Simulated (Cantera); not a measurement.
A freely propagating, adiabatic, planar premixed flame of 41.1 % H₂, 10.8 % O₂, 40.7 % N₂, 7.40 % H₂O, unburnt at 625 K and 7500 Torr; mixture-averaged transport, grid criteria slope 0.08 and curve 0.16, no radiation.

Computed with Cantera and the H2/O2 subset of GRI-Mech 3.0, which has no nitrogen chemistry. The hydrogen kinetics of GRI-Mech 3.0 are dated; newer H2 mechanisms differ, most at raised pressure. Burning velocities carry a grid error of a few per cent, more on coarse grids.

Q: Predict: laminar burning velocity; thermal thickness; peak x(O); peak x(OH); peak x(HO₂).

A: 
```json
{
  "laminar_burning_velocity": "676 cm/s",
  "thermal_thickness": "0.0239 mm",
  "peak x(O)": "0.00131",
  "peak x(OH)": "0.00420",
  "peak x(HO₂)": "0.00153"
}
```
